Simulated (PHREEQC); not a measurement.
2.1 g of hydrous ferric oxide (600 m²/g; 0.2 weak and 0.005 strong sites per Fe, Dzombak-Morel constants, diffuse double layer) in 1 kg of water with 0.1 mol/kgw of an inert sodium salt and 8.8e-06 mol/kgw CaCl2, at 25 °C; the pH is set by adding NaOH or the inert anion's acid. Oxygen is held at 0.21 atm. The system is closed to CO2. Precipitation was switched off in this run.

Computed with PHREEQC (ion-association model, wateq4f.dat).

### Question
Predict Ca sorbed (%) at pH = 4.5, 6.5, 8.

### Answer
| pH | Ca sorbed (%) |
|---|---|
| 4.5 | 0.0 |
| 6.5 | 1.0 |
| 8 | 68.7 |
